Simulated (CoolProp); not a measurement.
A Linde-Hampson liquefier for ethylene: isothermal reversible compression at 320 K from 1 atm to 30 MPa, throttling to 1 atm, return gas leaving the recuperator 0 K below the feed. Each further row changes one setting.

Model: reference Helmholtz-energy equation of state, Smukala 2000, in CoolProp.

```json
[
 {"case": "as stated", "liquid yield per pass": "0.429", "compression work (kJ/kg of gas)": "444"},
 {"case": "high pressure 60 MPa", "liquid yield per pass": "0.410", "compression work (kJ/kg of gas)": "513"},
 {"case": "warm-end temperature 350 K", "liquid yield per pass": "0.357", "compression work (kJ/kg of gas)": "512"},
 {"case": "warm-end gap 5 K", "liquid yield per pass": "0.422", "compression work (kJ/kg of gas)": "444"}
]
```
